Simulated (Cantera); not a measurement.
Charge: 1 mol SiHCl₃, 13 mol N₂, 0.3 mol H₂, held at 802 °C.

These are equilibrium values from Cantera (NASA tables, ideal gas, pure condensed phases), not measurements of a reactor. Candidate condensed phases: NH₄Cl, Si, Si₃N₄; 28 gas species. N₂ is the only nitrogen source here; it is nearly inert below about 1500 K, so the nitride shown seldom forms there in practice. The tables' values for SiCl₃ are old estimates; treat these amounts as uncertain. Rates play no part.

log p: log10 of the partial pressure in bar; n: condensed amount in mol.

```csv
P (Pa),log p N₂,log p HCl,log p SiCl₄,log p H₂,log p SiCl₃,n Si₃N₄(s)
5,-4.36,-5.31,-5.90,-6.53,-7.13,0.197
17,___,___,___,___,-6.81,0.198
59,___,___,___,___,-6.48,0.197
210,-2.74,-3.71,-4.23,-4.72,-6.15,0.194
710,-2.21,-3.20,-3.68,-4.13,-5.83,0.191
2400,-1.68,-2.68,-3.14,-3.55,-5.51,0.188
8400,-1.14,-2.15,-2.59,-2.95,-5.19,0.184
29000,-0.60,-1.63,-2.04,-2.36,-4.87,0.181
100000,-0.06,-1.11,-1.49,-1.78,-4.54,0.176
```

Question: What belongs in the gaps?

Answer: 
- 59, log p N₂: -3.29
- 59, log p HCl: -4.25
- 59, log p SiCl₄: -4.79
- 59, log p H₂: -5.34
- 17, log p N₂: -3.83
- 17, log p HCl: -4.78
- 17, log p SiCl₄: -5.35
- 17, log p H₂: -5.94
